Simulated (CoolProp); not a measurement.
Decamethylcyclopentasiloxane (D5) along the isobar 1020 kPa: Z from the reference equation and from simpler models built on Tc = 618.3 K, pc = 1078 kPa, ω = 0.631; each cubic takes its own stable root.

Values from CoolProp's reference Helmholtz-energy equation of state, Thol 2019.

```csv
T (K),phase,reference
443.2,liquid,0.1285
449.1,liquid,0.1279
454.9,liquid,0.1274
460.7,liquid,0.1269
466.6,liquid,0.1265
472.4,liquid,0.1261
478.3,liquid,0.1257
484.1,liquid,0.1254
490,liquid,0.1252
495.8,liquid,0.1250
501.7,liquid,0.1249
507.5,liquid,0.1248
513.4,liquid,0.1249
519.2,liquid,0.1249
525.1,liquid,0.1251
```

Problem. How far does each simpler model (van der Waals, Redlich-Kwong, Soave-Redlich-Kwong, Peng-Robinson) lie from the reference over these 15 states: mean and median of the absolute difference, and the worst?

Solution. 
- van der Waals: mean 76.0 %, median 76.0 %, worst +77.0 % at 443.2 K and 1020 kPa
- Redlich-Kwong: mean 25.3 %, median 25.1 %, worst +27.3 % at 525.1 K and 1020 kPa
- Soave-Redlich-Kwong: mean 14.2 %, median 14.0 %, worst +15.6 % at 525.1 K and 1020 kPa
- Peng-Robinson: mean 1.1 %, median 0.9 %, worst +2.2 % at 525.1 K and 1020 kPa
